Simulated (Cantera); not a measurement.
Feed: 1 mol PbO, 2.5 mol CO, 0.35 mol H2, at 6.50 bar.

Method: chemical equilibrium by Gibbs-energy minimisation in Cantera with the NASA 1993 tables (ideal gas, pure condensed phases). Candidate condensed phases: C, C6H6, C7H8, C8H18, H2O, Pb, PbO, PbO2, Pb3O4; 113 gas species. Equilibrium is a limit: real reactors are often held back by kinetics, nucleation or transport.

x: gas mole fraction; n: condensed amount in mol.

| T (K) | x CO2 | x CO | x H2O | x H2 | x Pb | x CH4 | n C(graphite) | n Pb(l) |
|---|---|---|---|---|---|---|---|---|
| 898 | 0.704 | 0.136 | 0.107 | 0.0481 | 1.99e-7 | 0.00482 | 0.710 | 1.00 |
| 948 | 0.616 | 0.233 | 0.0875 | 0.0598 | 7.37e-7 | 0.00398 | 0.577 | 1.000 |
| 998 | 0.500 | 0.361 | 0.0668 | 0.0697 | 2.38e-6 | 0.00308 | 0.382 | 1.000 |
| 1048 | 0.368 | 0.505 | 0.0473 | 0.0771 | 6.88e-6 | 0.00225 | 0.122 | 1.000 |
| 1098 | 0.309 | 0.568 | 0.0429 | 0.0783 | 1.80e-5 | 0.000902 | 0 | 1.000 |
| 1148 | 0.304 | 0.573 | 0.0472 | 0.0752 | 4.31e-5 | 0.000250 | 0 | 1.000 |
| 1198 | 0.300 | 0.577 | 0.0509 | 0.0717 | 9.60e-5 | 7.52e-5 | 0 | 1.000 |
| 1248 | 0.296 | 0.581 | 0.0544 | 0.0684 | 0.000200 | 2.47e-5 | 0 | 0.999 |
| 1298 | 0.293 | 0.584 | 0.0575 | 0.0652 | ___ | ___ | 0 | 0.999 |
| 1348 | 0.290 | 0.586 | 0.0604 | 0.0623 | 0.000735 | 3.38e-6 | 0 | 0.998 |
| 1398 | 0.287 | 0.589 | 0.0630 | 0.0597 | 0.00131 | 1.39e-6 | 0 | 0.996 |
| 1448 | 0.285 | 0.590 | 0.0654 | 0.0572 | 0.00225 | 6.03e-7 | 0 | 0.994 |
| 1498 | 0.282 | 0.592 | 0.0675 | 0.0549 | ___ | ___ | 0 | 0.989 |
| 1548 | 0.279 | 0.593 | 0.0693 | 0.0527 | 0.00592 | 1.33e-7 | 0 | 0.983 |

Task: What belongs in the gaps?

Result: 
- 1298, x Pb: 0.000393
- 1298, x CH4: 8.81e-6
- 1498, x Pb: 0.00371
- 1498, x CH4: 2.77e-7
